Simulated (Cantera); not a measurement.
Feed: 1 mol Si2H6, 420 mol H2, equilibrated at 75.0 mbar.

Cantera equilibrium calculation (NASA polynomials, part measured and part estimated; ideal gas, pure solids and liquids). Candidate condensed phases: Si; 9 gas species. The feed counts by its element totals alone. The numbers say what is thermodynamically allowed, not how fast it happens. All values below are at 1198 K.

Base state: H2 1.000 (mole fractions); condensed: Si(s).

Question: What changes in the equilibrium state with this change: Si2H6 replaced by SiCl4?

Answer: 
```csv
species,before,after
H2,1.000,0.991
HCl,0,0.00893
SiCl2,0,0.000189
SiHCl3,0,2.55e-5
SiCl3,0,1.35e-5
"Si(s), mol",2.00,0.895
```
The tables' values for SiCl3 are old estimates; treat these amounts as uncertain.
